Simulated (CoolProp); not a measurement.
A single-stage vapour-compression cycle with hydrogen chloride: evaporating at 195.15 K (dew point), condensing at 244.15 K (bubble point), superheat 5 K, subcooling 5 K, compressor efficiency 0.75, no pressure losses. Each further row changes one setting.

Computed with CoolProp (reference Helmholtz-energy equation of state, Thol 2018).

```
case                              cooling COP  pressure ratio  discharge temperature (K)  refrigerating effect (kJ/kg)  volumetric capacity (kJ/m³)
--------------------------------  -----------  --------------  -------------------------  ----------------------------  ---------------------------
as stated                          (withheld)            7.52                      402.2                           365                         1230
evaporating temperature 200.15 K         2.70      (withheld)                      377.9                    (withheld)                         1570
condensing temperature 239.15 K          2.62            6.37                 (withheld)                           374                         1260
subcooling 10 K                          2.34            7.52                      402.2                           374                         1260
superheat 15 K                     (withheld)            7.52                      423.5                           374                         1190
compressor efficiency 0.65         (withheld)            7.52                      431.7                           365                         1230
```

Q: Fill in the missing entries.

A: 
- as stated, cooling COP: 2.29
- evaporating temperature 200.15 K, pressure ratio: 5.83
- evaporating temperature 200.15 K, refrigerating effect (kJ/kg): 368
- condensing temperature 239.15 K, discharge temperature (K): 380.6
- superheat 15 K, cooling COP: 2.22
- compressor efficiency 0.65, cooling COP: 1.98
